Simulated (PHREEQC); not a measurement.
Solution (20 °C): 6.2 mmol/kgw NH3. Closed to the air; pH follows from the charge balance.

Computed with PHREEQC (ion-association model, wateq4f.dat).

| Item | Value |
|---|---|
| pH | 10.67 |
| ionic strength | 0.000323 mol/kgw |
| total alkalinity | 6.20 meq/kg |

```json
[
 {"species": "NH3", "molality": "0.00588", "activity": "0.00588", "log γ": "0.000"},
 {"species": "OH-", "molality": "0.000323", "activity": "0.000317", "log γ": "-0.009"},
 {"species": "NH4+", "molality": "0.000323", "activity": "0.000317", "log γ": "-0.009"}
]
```

This is a speciation only: nothing precipitates in the calculation.
